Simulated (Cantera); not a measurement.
A freely propagating, adiabatic, planar premixed flame of CH₄ : H₂ : O₂ : N₂ : H₂O = 1 : 0.069 : 1.7 : 5.59 : 0.17 (molar parts), equivalence ratio 1.2, unburnt at 525 K and 6.12 atm; mixture-averaged transport, grid criteria slope 0.08 and curve 0.16, no radiation.

Model: GRI-Mech 3.0 (53 species, 325 reactions), integrated in Cantera. Burning velocities carry a grid error of a few per cent, more on coarse grids.

### Question
How do the results move with these cheaper or finer settings: unity-Lewis-number transport; multicomponent transport; multicomponent+Soret transport; grid criteria slope 0.5, curve 1; grid criteria slope 0.25, curve 0.5; grid criteria slope 0.03, curve 0.06?

### Answer
```
setting                               laminar burning velocity  thermal thickness  peak x(HCO)  peak x(H)  grid points
------------------------------------  ------------------------  -----------------  -----------  ---------  -----------
as above                                             57.3 cm/s          0.0878 mm      2.51e-5    0.00479          150
unity-Lewis-number transport                         39.5 cm/s           0.112 mm      1.91e-5    0.00539          144
multicomponent transport                             57.6 cm/s          0.0893 mm      2.52e-5    0.00482          151
multicomponent+Soret transport                       57.6 cm/s          0.0883 mm      2.59e-5    0.00485          150
grid criteria slope 0.5, curve 1                     63.5 cm/s          0.0953 mm      2.50e-5    0.00501           36
grid criteria slope 0.25, curve 0.5                  59.3 cm/s          0.0908 mm      2.51e-5    0.00486           59
grid criteria slope 0.03, curve 0.06                 56.3 cm/s          0.0873 mm      2.49e-5    0.00474          320
```
The base run took very roughly 7 core-seconds.
Unity Lewis numbers drop preferential diffusion, which matters most where H2 and H carry the flame; Soret adds thermal diffusion.
